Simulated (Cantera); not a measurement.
Thermodynamics of silicon oxide and oxynitride deposition, feed Si2H6 + O2 + H2

Input: 1 mol Si2H6, 0.12 mol O2, 6.2 mol H2, at 975 °C and 750 Torr.

Cantera equilibrium calculation (NASA polynomials, part measured and part estimated; ideal gas, pure solids and liquids). Candidate condensed phases: H2O, Si, SiO2; 18 gas species. The feed counts by its element totals alone. Mutual solubility and eutectic melting of coexisting phases are not modelled. The tables hold silica as quartz up to 1696 K and as liquid above; real silica turns to tridymite and cristobalite and melts near 1996 K. The numbers say what is thermodynamically allowed, not how fast it happens.

```yaml
x(H2): 1.000
x(SiO): 2.03e-6
n(Si(s)): 1.88 mol
n(SiO2(β-quartz)): 0.120 mol
gas_amount: 9.200 mol
```
